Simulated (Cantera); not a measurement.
Charge: 1 mol SiH2Cl2, 380 mol H2, at 81.0 mbar.

Cantera equilibrium calculation (NASA polynomials, part measured and part estimated; ideal gas, pure solids and liquids). Candidate condensed phases: Si; 19 gas species. Gases not in the tables: Si2H6 and higher silanes. Kinetics and transport are ignored.

**Question.** Which condensed phases are stable at each of these points (T (K)): 1025, 1125, 1225, 1325, 1425, 1525, 1625, 1725, 1825, 1925, 2025?

**Answer.** 
```tsv
T (K)	condensed phases	Si condensed (%)
1025	Si(s)	89.9
1125	Si(s)	96.5
1225	Si(s)	97.2
1325	Si(s)	97.2
1425	Si(s)	96.9
1525	Si(s)	96.6
1625	Si(s)	96.1
1725	Si(l)	95.2
1825	Si(l)	92.6
1925	Si(l)	84.0
2025	Si(l)	58.7
```

From 1025 K to 1625 K the condensed part is Si(s). From 1725 K to 2025 K the condensed part is Si(l).
